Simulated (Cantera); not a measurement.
## Equilibrium for halide evaporation, hydrolysis and transport: NaCl + H₂O + N₂

Feed: 1 mol NaCl, 1.2 mol H₂O, 31 mol N₂, at 0.100 bar.

Equilibrium computed with Cantera from the NASA thermochemical tables; the gas is ideal and each condensed phase is pure. Candidate condensed phases: H₂O, NH₄Cl, Na, NaCl, NaOH, NaO₂, Na₂O, Na₂O₂; 38 gas species. Equilibrium is a limit: real reactors are often held back by kinetics, nucleation or transport.

| T (K) | log p N₂ | log p H₂O | log p NaCl | log p Na₂Cl₂ | log p HCl |
|---|---|---|---|---|---|
| 1175 | -1.03 | -2.44 | -2.74 | -3.22 | -5.49 |
| 1225 | -1.03 | -2.44 | -2.65 | -3.40 | -5.32 |
| 1275 | -1.03 | -2.44 | -2.60 | -3.61 | -5.17 |
| 1325 | -1.03 | -2.44 | -2.56 | -3.85 | -5.03 |
| 1375 | -1.03 | -2.44 | -2.55 | -4.09 | -4.91 |
| 1425 | -1.03 | -2.44 | -2.54 | -4.34 | -4.80 |
| 1475 | -1.03 | -2.44 | -2.53 | -4.57 | -4.68 |
| 1525 | -1.03 | -2.45 | -2.53 | -4.79 | -4.58 |
| 1575 | -1.03 | -2.45 | -2.53 | -5.00 | -4.47 |
| 1625 | -1.03 | -2.45 | -2.53 | -5.20 | -4.36 |
| 1675 | -1.03 | -2.45 | -2.53 | -5.39 | -4.26 |
| 1725 | -1.03 | -2.45 | -2.53 | -5.57 | -4.16 |
| 1775 | -1.03 | -2.45 | -2.54 | -5.74 | -4.06 |
| 1825 | -1.03 | -2.46 | -2.54 | -5.90 | -3.97 |
log p: log10 of the partial pressure in bar; nothing condenses.

From 1175 K to 1825 K nothing is condensed. The main Na-bearing gas is NaCl throughout.
